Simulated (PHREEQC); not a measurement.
1 kg of water holding 0.022 mol CaCl2 and 0.016 mol KCl is evaporated at 25 °C; the solids stay in contact with the brine. No CO2 enters from the air. Solids allowed: Portlandite, Sylvite. Others were left out.

The numbers come from PHREEQC with the Pitzer model, pitzer.dat.

```csv
water left (kg),ionic strength,water activity,Sylvite (mol),Ca in solution (mol/kgw),Cl in solution (mol/kgw),K in solution (mol/kgw)
1,0.0820,0.998,0,0.0220,0.0600,0.0160
0.6755,0.121,0.998,0,0.0326,0.0888,0.0237
0.4563,0.180,0.997,0,0.0482,0.131,0.0351
0.3082,0.266,0.995,0,0.0714,0.195,0.0519
0.2082,[?],0.993,0,0.106,0.288,0.0768
0.1407,0.583,0.989,0,0.156,[?],0.114
0.09502,0.863,0.984,0,0.232,0.631,0.168
0.05275,1.55,0.970,0,0.417,1.14,0.303
0.03564,2.30,0.954,0,0.617,1.68,0.449
0.02407,3.41,0.927,0,0.914,2.49,0.665
0.01627,[?],0.882,0,1.35,3.69,0.983
0.01099,7.46,0.806,0,2.00,5.46,1.46
0.007426,10.7,0.693,0.00257,2.96,[?],1.81
0.005012,14.3,0.547,0.0106,4.39,9.86,1.08
```

### Question
Some entries are withheld; supply them.

### Answer

- 0.2082, ionic strength: 0.394
- 0.1407, Cl in solution (mol/kgw): 0.427
- 0.01627, ionic strength: 5.04
- 0.007426, Cl in solution (mol/kgw): 7.73
